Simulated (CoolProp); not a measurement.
A closed Brayton cycle with carbon dioxide: compressor inlet 316.15 K and 7.9 MPa, high pressure 23.9 MPa, turbine inlet 870 K, compressor efficiency 0.89, turbine efficiency 0.9, recuperator effectiveness 0.95 (on enthalpy, no pinch check). Each further row changes one setting.

Computed with CoolProp (reference Helmholtz-energy equation of state, Span 1996).

| case | thermal efficiency (%) | net work (kJ/kg) | compressor to turbine work | compressor exit (K) | turbine exit (K) |
|---|---|---|---|---|---|
| as stated | 39.4 | 102 | 0.33 | 401.8 | 734.3 |
| turbine inlet 820 K | 37.4 | (withheld) | 0.35 | 401.8 | (withheld) |
| compressor inlet 326.15 K | 38.2 | 94.3 | (withheld) | (withheld) | 734.3 |
| high pressure 20.3 MPa | (withheld) | 90.6 | 0.31 | (withheld) | (withheld) |
| recuperator effectiveness 0.5 | (withheld) | 102 | 0.33 | 401.8 | 734.3 |

Task: Some entries are withheld; supply them.

Result: 
- turbine inlet 820 K, net work (kJ/kg): 92.6
- turbine inlet 820 K, turbine exit (K): 689.1
- compressor inlet 326.15 K, compressor to turbine work: 0.38
- compressor inlet 326.15 K, compressor exit (K): 420.9
- high pressure 20.3 MPa, thermal efficiency (%): 38.7
- high pressure 20.3 MPa, compressor exit (K): 389.0
- high pressure 20.3 MPa, turbine exit (K): 753.6
- recuperator effectiveness 0.5, thermal efficiency (%): 23.7
